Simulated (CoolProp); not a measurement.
Computed with CoolProp (reference Helmholtz-energy equation of state, Platzer 1990). This equation is an older, rougher fit.

For CF4 (R14), give the phase and the speed of sound (m/s) at 263.1 K and 1.01 bar.


- 263.1 K and 1.01 bar: gas; speed of sound 170
